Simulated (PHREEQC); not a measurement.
Dissolve 8.4 mmol/kgw NH3 and 0.95 mmol/kgw NaAlO2 at 20 °C. Closed to the air; pH follows from the charge balance.

The numbers come from PHREEQC with the ion-association model, phreeqc.dat.

This is a speciation only: nothing precipitates in the calculation.

Predict the pH, ionic strength.

pH 10.73; ionic strength 0.00134 mol/kgw.

In which forms is N present?

NH3 95 %, NH4+ 4.6 % of the N.

Saturation is exceeded, for instance for Gibbsite (slow to form); the values hold only as long as no solid forms. Complexes and solids missing from the database can't appear.
